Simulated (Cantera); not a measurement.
What does this Cantera script print?

```python
import numpy as np
import cantera as ct

gas_names = """
    F F2 H HF H2 H2F2 H3F3 H4F4 H5F5 H6F6 H7F7 N NF NF2 NF3 NH NH2 NH3 N2 N2H2 N2H4 Si SiF SiF2 SiF3
    SiF4 SiH SiHF3 SiH2 SiH2F2 SiH3 SiH3F SiH4 SiN Si2 Si2N Si3
""".split()
cond_names = """
    Si(cr) Si(L) Si3N4(a)
""".split()


# ... load() reads the species with a 1 bar reference pressure and builds the phases ...
atoms = {
    'Si': {'Si': 1},
    'HF': {'H': 1, 'F': 1},
    'N2': {'N': 2},
}
top_T = {'Si3N4(a)': 2400}  # K; cautious upper limits of use, not melting points


# ... equilibrate(T, P, feed) seeds the gas with the atoms and calls Mixture.equilibrate('TP', solver="vcs", rtol=1e-11, max_steps=5000) ...
results = []
feed = {'Si': 1, 'HF': 4, 'N2': 1.4}  # mol
T = 1375  # K
P = 1100  # Pa
mix = equilibrate(T, P, feed)
results.append((T, P, feed, dict(zip(mix.species_names, mix.species_moles))))
x = sorted(zip(gas.X, gas.species_names), reverse=True)
print(f"T = {T:g} K  P = {P:g} Pa  gas = {mix.phase_moles(0):.4g} mol")
print("   x: " + "  ".join(f"{s} {v:.3e}" for v, s in x if v > 0.001))
print("   condensed (mol): " + ("  ".join(f"{mix.phase(i).name} {mix.phase_moles(i):.4g}"
      for i in range(1, mix.n_phases) if mix.phase_moles(i) > 1e-12) or "none"))
```

Result:

```
T = 1375 K  P = 1100 Pa  gas = 4.417 mol
   x: H2 4.470e-01  N2 3.169e-01  SiF4 2.169e-01  HF 9.690e-03  SiF3 7.462e-03  SiHF3 1.842e-03
   condensed (mol): none
```

Method: chemical equilibrium by Gibbs-energy minimisation in Cantera with the NASA 1993 tables (ideal gas, pure condensed phases). The tables' values for SiF3, SiF2 are old estimates; treat these amounts as uncertain.
